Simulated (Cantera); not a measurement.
An adiabatic, constant-volume homogeneous reactor starts with C₃H₈ : O₂ : N₂ = 1 : 6.94 : 76.4 (molar parts), equivalence ratio 0.72, at 1775 K and 5.00 bar. Integrator tolerance rtol = 1e-08.

Detailed kinetics in Cantera: GRI-Mech 3.0 (53 species, 325 reactions). GRI-Mech 3.0 was tuned for natural gas; its chemistry of propane as a main component is partial and can be far from experiment.

Task: What does this change do: N2 76.4 to 220 parts?

Result: 
| quantity | before | after |
|---|---|---|
| time of steepest temperature rise | 6.22 µs | 10.2 µs |
| temperature at 0.500 s | 2512 K | 2088 K |
| equilibrium temperature | 2512 K | 2087 K |
| x(C₃H₈) at 0.500 s | <1e-12 (gas-phase equilibrium <1e-12) | <1e-12 (gas-phase equilibrium <1e-12) |
| x(O₂) at 0.500 s | 0.0197 (gas-phase equilibrium 0.0197) | 0.00775 (gas-phase equilibrium 0.00746) |
| x(C₂H₆) at 0.500 s | <1e-12 (gas-phase equilibrium <1e-12) | <1e-12 (gas-phase equilibrium <1e-12) |
| x(CO) at 0.500 s | 0.00332 (gas-phase equilibrium 0.00332) | 0.000163 (gas-phase equilibrium 0.000164) |
| x(HO₂) at 0.500 s | 2.71e-6 (gas-phase equilibrium 2.71e-6) | 2.17e-7 (gas-phase equilibrium 2.10e-7) |
| x(NO) at 0.500 s | 0.00765 (gas-phase equilibrium 0.00765) | 0.00143 (gas-phase equilibrium 0.00201) |
| x(C₂H) at 0.500 s | <1e-12 (gas-phase equilibrium <1e-12) | <1e-12 (gas-phase equilibrium <1e-12) |

Task: What does this change do: 2.7 parts CO2 added?

Result: 
```csv
quantity,before,after
time of steepest temperature rise,6.22 µs,6.39 µs
temperature at 0.500 s,2512 K,2465 K
equilibrium temperature,2512 K,2465 K
x(C₃H₈) at 0.500 s,<1e-12 (gas-phase equilibrium <1e-12),<1e-12 (gas-phase equilibrium <1e-12)
x(O₂) at 0.500 s,0.0197 (gas-phase equilibrium 0.0197),0.0201 (gas-phase equilibrium 0.0201)
x(C₂H₆) at 0.500 s,<1e-12 (gas-phase equilibrium <1e-12),<1e-12 (gas-phase equilibrium <1e-12)
x(CO) at 0.500 s,0.00332 (gas-phase equilibrium 0.00332),0.00486 (gas-phase equilibrium 0.00486)
x(HO₂) at 0.500 s,2.71e-6 (gas-phase equilibrium 2.71e-6),2.40e-6 (gas-phase equilibrium 2.40e-6)
x(NO) at 0.500 s,0.00765 (gas-phase equilibrium 0.00765),0.00702 (gas-phase equilibrium 0.00702)
x(C₂H) at 0.500 s,<1e-12 (gas-phase equilibrium <1e-12),<1e-12 (gas-phase equilibrium <1e-12)
```
